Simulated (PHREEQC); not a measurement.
Make-up at 60 °C: 19.5 mmol/kgw ZnSO4, 0.38 mmol/kgw Na2SO4 and 35 mmol/kgw MnSO4. Closed to the air; pH follows from the charge balance.

All values are PHREEQC results (ion-association model, phreeqc.dat), not measurements.

Precipitation was switched off in this run.

**Question.** Predict the pH, density, ionic strength.

**Answer.** pH 5.43; density 0.991 g/cm³; ionic strength 0.109 mol/kgw.

**Question.** In which forms is Mn present?

**Answer.** MnSO4 51 %, Mn+2 49 % of the Mn.

At this temperature some constants are extrapolated from 25 °C, and those without enthalpy data are left unchanged.
